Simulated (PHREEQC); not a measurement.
A solution holds 20 mmol/kgw HF and 0.28 mmol/kgw MnSO4, at 25 °C. Closed to the air; pH follows from the charge balance.

All values are PHREEQC results (ion-association model, phreeqc.dat), not measurements.

This is a speciation only: nothing precipitates in the calculation.

**Question.** What pH, ionic strength does the model give?

**Answer.** pH 2.47; ionic strength 0.00463 mol/kgw.

**Question.** In which forms is Mn present?

**Answer.** Mn+2 96 %, MnSO4 2.1 %, MnF+ 1.7 % of the Mn.

Species that the database lacks are ignored.
